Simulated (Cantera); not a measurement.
Feed: 1 mol SiC, 0.0038 mol O₂, 10 mol H₂, at 1.20 Pa.

Equilibrium computed with Cantera from the NASA thermochemical tables; the gas is ideal and each condensed phase is pure. Candidate condensed phases: C, C₆H₆, C₇H₈, C₈H₁₈, H₂O, Si, SiC, SiO₂; 123 gas species. Kinetics and transport are ignored. All values below are at 1875 K.

Base state: H₂ 0.803, H 0.170, Si 0.0253, CO 0.000670, SiC₂ 0.000560, Si₂C 0.000393, C₂H₂ (acetylene) 0.000254, SiH 7.27e-5 (mole fractions); condensed: C(graphite) + SiC(s).

Question: What changes in the equilibrium state with this change: pressure from 1.20 Pa to 1000 Pa?

Answer: 
```csv
species,before,after
H₂,0.803,0.992
H,0.170,0.00653
CO,0.000670,0.000518
Si,0.0253,0.000249
SiC₂,0.000560,8.20e-8
Si₂C,0.000393,3.87e-6
C₂H₂ (acetylene),0.000254,4.67e-6
SiO,4.58e-6,0.000238
SiH₂,1.34e-6,1.35e-5
"C(graphite), mol",0.270,0
"SiC(s), mol",0.699,0.995
```
Gases not in the tables: Si₂H₆ and higher silanes.
